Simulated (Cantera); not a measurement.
Mixture: 5.46 % CH₄, 0.317 % CO, 19.8 % O₂, 74.3 % N₂, 0.207 % H₂O, equivalence ratio 0.56, at 1.00 bar, adiabatic and at constant volume. Ignition delay is the time to a rise of 400 K.

Model: GRI-Mech 3.0 (53 species, 325 reactions), integrated in Cantera.

Q: Predict: delay at 1125 K; delay at 1325 K; delay at 1525 K; delay at 1725 K; delay at 1925 K; apparent activation energy between 1825 and 2025 K.

A: 
| Quantity | Value |
|---|---|
| delay at 1125 K | 0.104 s |
| delay at 1325 K | 6.20 ms |
| delay at 1525 K | 0.737 ms |
| delay at 1725 K | 0.163 ms |
| delay at 1925 K | 52.7 µs |
| apparent activation energy between 1825 and 2025 K | 150 kJ/mol |
